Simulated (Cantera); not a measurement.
# Thermodynamics of boron, boron nitride and boron oxide, feed B2H6 + H2

Charge: 1 mol B2H6, 5.5 mol H2, held at 2048.15 K.

These are equilibrium values from Cantera (NASA tables, ideal gas, pure condensed phases), not measurements of a reactor. Candidate condensed phases: B; 7 gas species. The feed counts by its element totals alone. The tables' values for BH2 are old estimates; treat these amounts as uncertain. Gases not in the tables: B2H6 and higher boranes. Rates play no part.

From 10.0 Pa to 1.00 bar the condensed part is B(s).

| P (Pa) | x H2 | x H | x B | x BH2 | x BH | x BH3 | x B2 | n B(s) |
|---|---|---|---|---|---|---|---|---|
| 10 | 0.797 | 0.200 | 0.00291 | 0.000488 | 5.01e-5 | 2.88e-7 | 4.28e-8 | 1.97 |
| 28 | 0.873 | 0.125 | 0.00104 | 0.000535 | 3.14e-5 | 5.53e-7 | 1.53e-8 | 1.99 |
| 77 | 0.921 | 0.0775 | 0.000378 | 0.000565 | 1.94e-5 | 9.94e-7 | 5.56e-9 | 1.99 |
| 220 | 0.953 | 0.0466 | 0.000132 | 0.000584 | 1.17e-5 | 1.77e-6 | 1.95e-9 | 1.99 |
| 600 | 0.971 | 0.0285 | 4.86e-5 | 0.000595 | 7.14e-6 | 3.00e-6 | 7.13e-10 | 1.99 |
| 1700 | 0.982 | 0.0170 | 1.71e-5 | 0.000602 | 4.27e-6 | 5.14e-6 | 2.52e-10 | 1.99 |
| 4600 | 0.989 | 0.0104 | 6.34e-6 | 0.000606 | 2.60e-6 | 8.54e-6 | 9.30e-11 | 1.99 |
| 13000 | 0.993 | 0.00620 | 2.24e-6 | 0.000609 | 1.55e-6 | 1.44e-5 | 3.29e-11 | 1.99 |
| 36000 | 0.996 | 0.00373 | 8.10e-7 | 0.000610 | 9.34e-7 | 2.41e-5 | 1.19e-11 | 1.99 |
| 100000 | 0.997 | 0.00224 | 2.91e-7 | 0.000611 | 5.61e-7 | 4.03e-5 | 4.28e-12 | 1.99 |
x: gas mole fraction; n: condensed amount in mol.
